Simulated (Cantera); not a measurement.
Charge: 1 mol Al, a varied amount of HCl, equilibrated at 623.15 K and 9.80 Pa.

Cantera equilibrium calculation (NASA polynomials, part measured and part estimated; ideal gas, pure solids and liquids). Candidate condensed phases: Al, AlCl₃; 12 gas species. The tables' values for AlCl₂ are old estimates; treat these amounts as uncertain. Kinetics and transport are ignored.

**Question.** At 1.1 mol HCl, list the 4 most abundant gas species with their mole fractions, and the condensed phases.

**Answer.** H₂ 0.605, AlCl₃ 0.387, Al₂Cl₆ 0.00819, AlCl 7.70e-5. Condensed: Al(s).
